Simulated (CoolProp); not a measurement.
Saturation properties of octamethyltrisiloxane (MDM) (Tc = 292.2 °C, pc = 1.438 MPa, ω = 0.528).

Computed with CoolProp (reference Helmholtz-energy equation of state, Thol 2017).

```tsv
T (°C)	p (MPa)	vapour density (kg/m³)	surface tension (mN/m)
55.55	0.002919	0.2540	13.9
70.25	0.005923	0.4951	12.6
85.05	0.01120	0.9027	11.4
99.75	0.01977	1.543	10.2
114.55	0.03314	2.515	9.09
129.25	0.05276	3.912	8.00
144.05	0.08081	5.882	6.95
158.75	0.1190	8.555	5.96
173.55	0.1703	12.16	5.01
```

It boils at 152.5 °C under 1 atm.

Surface tension comes from a separate correlation (Mulero 2014), older than this fluid's equation and unchecked against measurements.
